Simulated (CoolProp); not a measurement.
Vapour-liquid equilibrium of isohexane (1) + benzene (2) at 429.3 K; x and y are mole fractions of (1).

The numbers come from the multi-fluid Helmholtz-energy mixture model, Lemmon 2006 and Thol 2012; pair parameters Bell 2016 in CoolProp.

```json
[
 {"x": "0.05", "bubble pressure, mixture model (kPa)": "697.9", "bubble pressure, Raoult's law (kPa)": "676.5", "y, mixture model": "(withheld)", "y, Raoult's law": "0.075"},
 {"x": "0.125", "bubble pressure, mixture model (kPa)": "747.6", "bubble pressure, Raoult's law (kPa)": "703.0", "y, mixture model": "(withheld)", "y, Raoult's law": "0.180"},
 {"x": "0.2", "bubble pressure, mixture model (kPa)": "789.1", "bubble pressure, Raoult's law (kPa)": "729.5", "y, mixture model": "0.299", "y, Raoult's law": "0.278"},
 {"x": "0.275", "bubble pressure, mixture model (kPa)": "824.3", "bubble pressure, Raoult's law (kPa)": "756.0", "y, mixture model": "(withheld)", "y, Raoult's law": "0.368"},
 {"x": "0.35", "bubble pressure, mixture model (kPa)": "854.8", "bubble pressure, Raoult's law (kPa)": "782.5", "y, mixture model": "0.448", "y, Raoult's law": "0.453"},
 {"x": "0.425", "bubble pressure, mixture model (kPa)": "881.6", "bubble pressure, Raoult's law (kPa)": "809.1", "y, mixture model": "0.513", "y, Raoult's law": "0.532"},
 {"x": "0.5", "bubble pressure, mixture model (kPa)": "905.4", "bubble pressure, Raoult's law (kPa)": "835.6", "y, mixture model": "0.576", "y, Raoult's law": "0.606"},
 {"x": "0.575", "bubble pressure, mixture model (kPa)": "926.6", "bubble pressure, Raoult's law (kPa)": "862.1", "y, mixture model": "0.638", "y, Raoult's law": "0.675"},
 {"x": "0.65", "bubble pressure, mixture model (kPa)": "945.7", "bubble pressure, Raoult's law (kPa)": "888.6", "y, mixture model": "0.699", "y, Raoult's law": "0.741"},
 {"x": "0.725", "bubble pressure, mixture model (kPa)": "(withheld)", "bubble pressure, Raoult's law (kPa)": "915.1", "y, mixture model": "0.761", "y, Raoult's law": "0.802"},
 {"x": "0.8", "bubble pressure, mixture model (kPa)": "978.2", "bubble pressure, Raoult's law (kPa)": "941.6", "y, mixture model": "0.825", "y, Raoult's law": "0.860"},
 {"x": "0.875", "bubble pressure, mixture model (kPa)": "992.1", "bubble pressure, Raoult's law (kPa)": "968.1", "y, mixture model": "0.889", "y, Raoult's law": "0.915"},
 {"x": "0.95", "bubble pressure, mixture model (kPa)": "1005", "bubble pressure, Raoult's law (kPa)": "994.6", "y, mixture model": "0.955", "y, Raoult's law": "0.967"}
]
```

Q: What belongs in the gaps?

A: 
- 0.05, y, mixture model: 0.094
- 0.125, y, mixture model: 0.207
- 0.275, y, mixture model: 0.377
- 0.725, bubble pressure, mixture model (kPa): 962.8

The largest gap from Raoult's law is +9.2 % in bubble pressure, at x = 0.35. No azeotrope shows between x = 0.05 and 0.95.

The pair parameters rest on a limited set of measurements; away from them the model extrapolates.
